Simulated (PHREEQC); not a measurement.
Silver or lead bath: speciation

A solution holds 0.0042 mol/kgw PbCl2, 0.06 mol/kgw NaCl and 0.1 mol/kgw Zn(NO3)2, at 4.2 °C. Closed to the air; pH follows from the charge balance.

The numbers come from PHREEQC with the ion-association model, wateq4f.dat.

Precipitation was switched off in this run.

**Question.** Estimate the pH.

**Answer.** pH 5.16.

**Question.** In which forms is Zn present?

**Answer.** Zn+2 98 %, ZnCl+ 1.8 % of the Zn.

Away from 25 °C the constants follow the database's enthalpies or fits; those with neither stay at their 25 °C values.
